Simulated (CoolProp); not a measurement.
Nitrogen along the isobar 4.41 MPa: density (kg/m³) from the reference equation and from simpler models built on Tc = -147.0 °C, pc = 3.396 MPa, ω = 0.037; each cubic takes its own stable root.

Computed with CoolProp (reference Helmholtz-energy equation of state, Span 2000).

```
T (°C)           phase  reference
-------  -------------  ---------
-172.95         liquid      708.6
-166.35         liquid      670.8
-159.85         liquid      627.7
-153.25         liquid      573.2
-146.65  supercritical      492.3
-140.05  supercritical      280.2
-133.45  supercritical      182.5
-126.95  supercritical      151.3
-120.35  supercritical      132.9
-113.75  supercritical      120.1
-107.15  supercritical      110.4
-100.55  supercritical      102.7
-94.05   supercritical      96.34
-87.45   supercritical      90.90
-80.85   supercritical      86.20
```

### Question
How far does each simpler model (van der Waals, Redlich-Kwong, Soave-Redlich-Kwong, Peng-Robinson) lie from the reference over these 15 states: mean and median of the absolute difference, and the worst?

### Answer
- van der Waals: mean 11.8 %, median 3.8 %, worst -29.3 % at -172.95 °C and 4.41 MPa
- Redlich-Kwong: mean 2.5 %, median 0.8 %, worst -11.3 % at -146.65 °C and 4.41 MPa
- Soave-Redlich-Kwong: mean 2.6 %, median 0.6 %, worst -11.3 % at -146.65 °C and 4.41 MPa
- Peng-Robinson: mean 4.3 %, median 3.6 %, worst +11.1 % at -172.95 °C and 4.41 MPa
